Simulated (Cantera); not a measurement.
A closed system holds: 1 mol Cu, 0.75 mol CO₂, 89 mol H₂, at 1.00 bar.

These are equilibrium values from Cantera (NASA tables, ideal gas, pure condensed phases), not measurements of a reactor. Candidate condensed phases: C, C₆H₆, C₇H₈, C₈H₁₈, Cu, CuO, Cu(OH)₂, Cu₂O, H₂O; 113 gas species. The numbers say what is thermodynamically allowed, not how fast it happens.

log p: log10 of the partial pressure in bar; n: condensed amount in mol.

```
T (K)  log p H₂  log p H₂O  log p CH₄  log p CO  log p CO₂  log p H  log p Cu  n Cu(s)  n Cu(l)
-----  --------  ---------  ---------  --------  ---------  -------  --------  -------  -------
775       -0.01      -1.77      -2.07     -5.77      -6.83     <-12      <-12     1.00        0
875       -0.01      -1.77      -2.08     -4.06      -5.40   -10.31      <-12     1.00        0
975       -0.01      -1.81      -2.16     -2.82      -4.42    -8.95         …     1.00        0
1075      -0.01      -1.96      -2.56     -2.25      -4.17    -7.84         …     1.00        0
1175      -0.01      -2.05      -3.26     -2.11      -4.26    -6.92         …    1.000        0
1275      -0.01      -2.07      -4.00     -2.09      -4.37    -6.14         …    1.000        0
1375      -0.01      -2.08      -4.66     -2.08      -4.47    -5.47         …        0    1.000
1475      -0.01      -2.08      -5.24     -2.08      -4.55    -4.89         …        0    1.000
```

### Question
What belongs in the gaps?

### Answer

- 975, log p Cu: -11.25
- 1075, log p Cu: -9.59
- 1175, log p Cu: -8.22
- 1275, log p Cu: -7.06
- 1375, log p Cu: -6.08
- 1475, log p Cu: -5.27
